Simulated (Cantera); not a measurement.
A Cantera script and its output.

```python
import numpy as np
import cantera as ct

gas = ct.Solution("gri30.yaml")
gas.TPX = 1275, 460000, {'CH4': 1, 'CO': 0.094, 'O2': 1.71, 'N2': 6.41}
reactor = ct.IdealGasReactor(gas, energy="on", clone=False)
net = ct.ReactorNet([reactor])
net.rtol, net.atol = 1e-08, 1e-16
show = ['CH4', 'CO', 'O2', 'OH', 'HCN']
times = np.geomspace(2e-06, 0.1, 10)

steps = ct.SolutionArray(gas, extra=["t"])
rows = []
print(f"{'t/s':>10s}{'T/K':>9s}{'P/Pa':>11s}" + "".join(f"{s:>11s}" for s in show))
for t in times:
    while net.time < t:
        t_next = net.step()
        steps.append(gas.state, t=t_next)
    rows.append([np.interp(t, steps.t, y) for y in (steps.T, steps.P, *steps(*show).X.T)])
    print(f"{t:10.3e}{rows[-1][0]:9.1f}{rows[-1][1]:11.4g}" + "".join(f"{x:11.3e}" for x in rows[-1][2:]))
rate = np.gradient(steps.T, steps.t)
print("integrator steps:", len(steps.t))
if steps.T.max() > steps.T[0] + 200:
    print(f"time of steepest temperature rise: {steps.t[rate.argmax()]:.4e} s")
gas.TPX = 1275, 460000, {'CH4': 1, 'CO': 0.094, 'O2': 1.71, 'N2': 6.41}
gas.equilibrate("UV")
print(f"equilibrium (UV): T = {gas.T:.1f} K  " + "  ".join(f"{s} {gas[s].X[0]:.3e}" for s in show))
```

Result:

```
       t/s      T/K       P/Pa        CH4         CO         O2         OH        HCN
 2.000e-06   1275.0    4.6e+05  1.085e-01  1.020e-02  1.856e-01  1.608e-10  2.876e-23
 6.655e-06   1275.0    4.6e+05  1.085e-01  1.020e-02  1.856e-01  2.777e-10  3.351e-22
 2.214e-05   1275.0    4.6e+05  1.085e-01  1.020e-02  1.856e-01  7.756e-10  4.124e-21
 7.368e-05   1275.0    4.6e+05  1.085e-01  1.020e-02  1.856e-01  3.058e-09  6.422e-20
 2.452e-04   1275.1    4.6e+05  1.085e-01  1.020e-02  1.856e-01  1.108e-08  1.519e-18
 8.158e-04   1276.0  4.604e+05  1.083e-01  1.020e-02  1.855e-01  2.077e-08  1.912e-17
 2.714e-03   1285.3  4.637e+05  1.069e-01  1.037e-02  1.845e-01  8.590e-08  3.935e-16
 9.032e-03   2999.2  1.142e+06  7.203e-13  6.401e-02  5.547e-03  1.493e-02  3.739e-08
 3.005e-02   2999.2  1.142e+06  7.203e-13  6.401e-02  5.547e-03  1.493e-02  3.739e-08
 1.000e-01   2999.2  1.142e+06  7.203e-13  6.401e-02  5.547e-03  1.493e-02  3.739e-08
integrator steps: 2281
time of steepest temperature rise: 4.7776e-03 s
equilibrium (UV): T = 2999.2 K  CH4 8.740e-13  CO 6.401e-02  O2 5.547e-03  OH 1.493e-02  HCN 3.739e-08
```

Cantera simulation using GRI-Mech 3.0 (53 species, 325 reactions); the numbers are that mechanism's predictions, not measurements.
